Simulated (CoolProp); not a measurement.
R1123 along the isotherm 200.2 K: Z from the reference equation and from simpler models built on Tc = 331.7 K, pc = 45.49 bar, ω = 0.243; each cubic takes its own stable root.

Model: reference Helmholtz-energy equation of state, Akasaka 2020, in CoolProp.

| p (bar) | phase | reference |
|---|---|---|
| 0.216 | gas | 0.9908 |
| 0.336 | gas | 0.9856 |
| 0.815 | liquid | 0.002910 |
| 1.27 | liquid | 0.004534 |
| 1.97 | liquid | 0.007032 |
| 3.07 | liquid | 0.01096 |
| 4.79 | liquid | 0.01709 |
| 7.45 | liquid | 0.02657 |
| 11.6 | liquid | 0.04135 |
| 18.1 | liquid | 0.06446 |
| 28.1 | liquid | 0.09994 |

Task: How far does each simpler model (van der Waals, Redlich-Kwong, Peng-Robinson) lie from the reference over these 11 states: mean and median of the absolute difference, and the worst?

Result: 
- van der Waals: mean 7023.4 %, median 65.8 %, worst +33669.8 % at 200.2 K and 0.815 bar
- Redlich-Kwong: mean 3046.1 %, median 12.7 %, worst +33405.2 % at 200.2 K and 0.815 bar
- Peng-Robinson: mean 2.4 %, median 2.9 %, worst -3.0 % at 200.2 K and 28.1 bar

At some of these states van der Waals, Redlich-Kwong gives the other phase, because its saturation line lies elsewhere.
